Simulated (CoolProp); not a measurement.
Properties of sulfur dioxide along the isotherm 525 K (Tc = 430.6 K, pc = 7.887 MPa, ω = 0.256).

Values from CoolProp's reference Helmholtz-energy equation of state, Gao 2016.

```csv
p (MPa),phase,density (kg/m³),cp (kJ/(kg K)),cv (kJ/(kg K)),isothermal compressibility (1/MPa)
0.282,gas,4.164,0.7435,0.6093,3.568
0.563,gas,8.365,0.7500,0.6111,1.798
0.845,gas,12.63,0.7567,0.6130,1.206
1.13,gas,17.00,0.7637,0.6150,0.9075
1.41,gas,21.35,0.7707,0.6169,0.7320
1.69,gas,25.75,0.7780,0.6188,0.6148
1.97,gas,30.22,0.7854,0.6207,0.5309
2.25,gas,34.74,0.7931,0.6227,0.4680
2.53,gas,39.32,0.8010,0.6247,0.4191
2.82,gas,44.14,0.8095,0.6268,0.3787
3.1,gas,48.85,0.8179,0.6288,0.3470
3.38,gas,53.63,0.8266,0.6308,0.3205
3.66,gas,58.48,0.8356,0.6329,0.2982
3.94,gas,63.39,0.8449,0.6350,0.2790
```
